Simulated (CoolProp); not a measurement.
Vapour-liquid equilibrium of CH2F2 (R32) (1) + propylene (2) at 291.1 K; x and y are mole fractions of (1).

Computed with CoolProp (multi-fluid Helmholtz-energy mixture model, Tillner-Roth 1997 and Lemmon 2013; pair parameters Bell 2016).

Task: Give the bubble pressure and the first vapour's composition at x = 0.275, 0.35, 0.8. Is there an azeotrope?

Result: x = 0.275: 14.51 bar, y = 0.435; x = 0.35: 15.18 bar, y = 0.490; x = 0.8: 16.08 bar, y = 0.752. y crosses x between x = 0.65 and 0.725: the model has an azeotrope there.

Pair parameters are fitted to limited data, so mixtures are less certain than the pure fluids.
